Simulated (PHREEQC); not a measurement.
## Nickel, zinc or cadmium bath: speciation

Solution (25 °C): 14 mmol/kgw CdCl2 and 0.21 mmol/kgw FeSO4. Closed to the air; pH follows from the charge balance.

Equilibrium calculation in PHREEQC: ion-association model, wateq4f.dat.

Each row changes one thing in this solution. No solid was allowed to form.

```
case                                  pH  ionic strength (mol/kgw)  Cl- (mol/kgw)  CdCl+ (mol/kgw)  Cd+2 (mol/kgw)  CdCl2 (mol/kgw)  SI of CdOHCl (CdOHCl)  SI of Cd(OH)2 (Cd(OH)2)
----------------------------------  ----  ------------------------  -------------  ---------------  --------------  ---------------  ---------------------  -----------------------
as made                             5.80                    0.0276         0.0203          0.00684         0.00666         0.000418                  -1.93                    -4.49
0.0037 mol/kgw HBr added            2.49                    0.0301         0.0209          0.00628         0.00608         0.000391                  -5.28                   -11.16
FeSO4 left out                      5.80                    0.0269         0.0203          0.00689         0.00668         0.000421                  -1.93                    -4.49
CdCl2 from 0.014 to 0.0014 mol/kgw  6.34                   0.00446        0.00258         0.000213         0.00115          1.98e-6                  -2.86                    -4.03
CdCl2 from 0.014 to 0.07 mol/kgw    5.46                    0.0945         0.0771           0.0447          0.0163          0.00847                  -1.50                    -4.95
```
